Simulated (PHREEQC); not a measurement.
## Geothermal or formation water (model solution)

Synthetic water in mg/kgw, 50 °C, pH 6.59, pe 8.5:

```
constituent         mg/kgw
------------------  ------
Na                    2980
K                      366
Ca                     190
Mg                     143
Cl                    4240
S(6) as SO4           1070
Alkalinity as HCO3     532
Li                    0.28
F                      1.5
```

Valence states are taken as typed.

The numbers come from PHREEQC with the ion-association model, phreeqc.dat.

Precipitation was switched off in this run.

Problem. What ionic strength, charge-balance error, specific conductance does the model give?

Solution. ionic strength 0.165 mol/kgw; charge-balance error 3.2 %; specific conductance 23600 µS/cm.

Problem. In which forms is Ca present?

Solution. Ca+2 84 %, CaSO4 12 %, CaHCO3+ 3.5 % of the Ca.

Species that the database lacks are ignored. Constants without temperature data keep their 25 °C values here.
